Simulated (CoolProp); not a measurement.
Vapour-liquid equilibrium of CH3F (R41) (1) + chloromethane (R40) (2) at 238.9 K; x and y are mole fractions of (1).

Model: multi-fluid Helmholtz-energy mixture model, Lemmon 2006 and Thol 2014; pair parameters Bell 2016, in CoolProp.

### Question
Give the bubble pressure and the first vapour's composition at x = 0.35, 0.65, 0.95. Is there an azeotrope?

### Answer
x = 0.35: 0.3081 MPa, y = 0.850; x = 0.65: 0.4912 MPa, y = 0.940; x = 0.95: 0.6736 MPa, y = 0.992. No azeotrope shows between x = 0.05 and 0.95.

Pair parameters are fitted to limited data, so mixtures are less certain than the pure fluids.
